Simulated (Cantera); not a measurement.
Input: 1 mol Si, 0.044 mol CO2, 38 mol CO, at 1.00 Torr.

Cantera equilibrium calculation (NASA polynomials, part measured and part estimated; ideal gas, pure solids and liquids). Candidate condensed phases: C, Si, SiC, SiO2; 20 gas species. Mutual solubility and eutectic melting of coexisting phases are not modelled. The tables hold silica as quartz up to 1696 K and as liquid above; real silica turns to tridymite and cristobalite and melts near 1996 K. Equilibrium is a limit: real reactors are often held back by kinetics, nucleation or transport.

### Question
Which condensed phases are stable at each of these points (T (°C)): 727, 777, 827, 877, 927, 977, 1027, 1077?

### Answer
```
T (°C)              condensed phases  Si condensed (%)
------  ----------------------------  ----------------
727     C(graphite) + SiO2(β-quartz)             100.0
777     C(graphite) + SiO2(β-quartz)             100.0
827     C(graphite) + SiO2(β-quartz)             100.0
877     C(graphite) + SiO2(β-quartz)             100.0
927     C(graphite) + SiO2(β-quartz)             100.0
977     C(graphite) + SiO2(β-quartz)             100.0
1027    C(graphite) + SiO2(β-quartz)              99.5
1077         SiC(s) + SiO2(β-quartz)              95.5
```

From 727 °C to 1027 °C the condensed part is C(graphite) + SiO2(β-quartz). At 1077 °C the condensed part is SiC(s) + SiO2(β-quartz).
